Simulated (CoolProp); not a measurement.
Vapour-liquid equilibrium of R22 (1) + dimethyl ether (2) at 311.2 K; x and y are mole fractions of (1).

Model: multi-fluid Helmholtz-energy mixture model, Kamei 1995 and Wu 2011; pair parameters Bell 2016, in CoolProp.

Problem. Give the bubble pressure and the first vapour's composition at x = 0.45, 0.65, 0.85. Is there an azeotrope?

Solution. x = 0.45: 0.8616 MPa, y = 0.518; x = 0.65: 0.9964 MPa, y = 0.772; x = 0.85: 1.241 MPa, y = 0.938. y crosses x between x = 0.15 and 0.25: the model has an azeotrope there.

The pair parameters rest on a limited set of measurements; away from them the model extrapolates.
